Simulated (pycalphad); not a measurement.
Computed with pycalphad from the COST 507 light-alloy database (1999), at 1 atm. These are 1990s assessments: newer ones move some temperatures and phases. Kinetics are ignored, which matters at the lower temperatures.

**Cu-70.99Si (wt.%): equilibrium cooling sequence**

```csv
T (K),phases above,phases below
1597.4,liquid,diamond (Si) + liquid
1073.6,diamond (Si) + liquid,CU19SI6_ETA + diamond (Si)
```

Changes were sought between steps of 75 K, so a narrower field can be missed.

Database names, with the compositions (at.%) that they take in these runs: CU19SI6_ETA: Cu 76 Si 24.
